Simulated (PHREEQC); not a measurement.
Solution (60 °C): 5.2 mmol/kgw HF, 53 mmol/kgw NH4F, 1.9 mmol/kgw H2SiF6 and 0.5 mmol/kgw HCl. Closed to the air; pH follows from the charge balance.

The numbers come from PHREEQC with the ion-association model, phreeqc.dat.

```csv
quantity,before,after
pH,4.14,5.01
HF (mol/kgw),0.00780,0.00455
HF2- (mol/kgw),0.00162,0.00503
NH3 (mol/kgw),2.93e-6,8.45e-5
```

**Question.** Which change was made?
A. 0.002 mol/kgw KOH added
B. NH4F replaced by NH4Br at the same molality
C. diluted 2-fold with water
D. H2SiF6 from 0.0019 to 0.00095 mol/kgw
E. NH4F from 0.053 to 0.265 mol/kgw

**Answer.** E, NH4F from 0.053 to 0.265 mol/kgw

This is a speciation only: nothing precipitates in the calculation. Constants without temperature data keep their 25 °C values here. SiF6-2 is the database's only silicon fluoride.
